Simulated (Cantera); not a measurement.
An isothermal, constant-pressure homogeneous reactor starts with CH4 : H2O = 1 : 1.6 (molar parts), at 1650 K and 9.87 atm. Integrator tolerance rtol = 1e-08.

Detailed kinetics in Cantera: GRI-Mech 3.0 (53 species, 325 reactions).

| quantity | before | after |
|---|---|---|
| x(CH4) at 9.00 s | 0.01000 (gas-phase equilibrium 4.23e-5) | 0.00843 (gas-phase equilibrium 7.52e-9) |
| x(H2O) at 9.00 s | 0.131 (gas-phase equilibrium 0.119) | 0.158 (gas-phase equilibrium 0.119) |
| x(O2) at 9.00 s | <1e-12 (gas-phase equilibrium <1e-12) | 5.32e-11 (gas-phase equilibrium 3.37e-11) |
| x(CH3) at 9.00 s | 7.29e-6 (gas-phase equilibrium 3.05e-8) | 5.39e-5 (gas-phase equilibrium 4.70e-11) |
| x(H2) at 9.00 s | 0.647 (gas-phase equilibrium 0.664) | 0.628 (gas-phase equilibrium 0.664) |

Name the change that produced these shifts.
A) H2O 1.6 to 5.5 parts
B) temperature 1650 to 1925 K
C) temperature 1650 to 1550 K
D) pressure from 9.87 atm to 0.132 atm

D, pressure from 9.87 atm to 0.132 atm
